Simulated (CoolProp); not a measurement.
A single-stage vapour-compression cycle with R22: evaporating at 228.15 K (dew point), condensing at 267.15 K (bubble point), superheat 10 K, subcooling 0 K, compressor efficiency 0.7, no pressure losses. Each further row changes one setting.

The numbers come from the reference Helmholtz-energy equation of state, Kamei 1995 in CoolProp.

```csv
case,cooling COP,pressure ratio,discharge temperature (K),refrigerating effect (kJ/kg),volumetric capacity (kJ/m³)
as stated,3.47,4.92,332.2,199,739
evaporating temperature 233.15 K,4.15,3.87,323.5,201,935
condensing temperature 262.15 K,4.06,4.13,321.5,205,761
subcooling 5 K,3.57,4.92,332.2,205,761
superheat 20 K,3.43,4.92,344.0,205,728
compressor efficiency 0.6,2.98,4.92,345.3,199,739
```
